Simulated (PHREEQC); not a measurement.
**Alkaline etch or developer: speciation**

Solution (25 °C): 0.28 mol/kgw KOH and 0.0092 mol/kgw K2SiO3. It is in equilibrium with CO2 at log p = -3.4 (atm). Otherwise closed; pH follows from the charge balance.

The numbers come from PHREEQC with the ion-association model, phreeqc.dat.

```json
{
  "pH": "9.98",
  "ionic_strength": "0.404 mol/kgw",
  "activity_of_water": "0.992",
  "specific_conductance": "26800 µS/cm",
  "density": "1.016 g/cm³",
  "total_alkalinity": "298 meq/kg"
}
```

```json
[
 {"species": "K+", "molality": "0.298", "activity": "0.197", "log γ": "-0.181"},
 {"species": "CO3-2", "molality": "0.105", "activity": "0.0259", "log γ": "-0.609"},
 {"species": "HCO3-", "molality": "0.0815", "activity": "0.0574", "log γ": "-0.152"},
 {"species": "H3SiO4-", "molality": "0.00643", "activity": "0.00428", "log γ": "-0.177"},
 {"species": "H4SiO4", "molality": "0.00276", "activity": "0.00302", "log γ": "0.040"},
 {"species": "OH-", "molality": "0.000148", "activity": "9.64e-5", "log γ": "-0.187"},
 {"species": "CO2", "molality": "1.23e-5", "activity": "1.36e-5", "log γ": "0.040"},
 {"species": "H2SiO4-2", "molality": "1.14e-5", "activity": "2.80e-6", "log γ": "-0.609"}
]
```

This is a speciation only: nothing precipitates in the calculation. Saturation is exceeded, for instance for SiO2(a), Quartz (slow to form); the values hold only as long as no solid forms. Complexes and solids missing from the database can't appear.
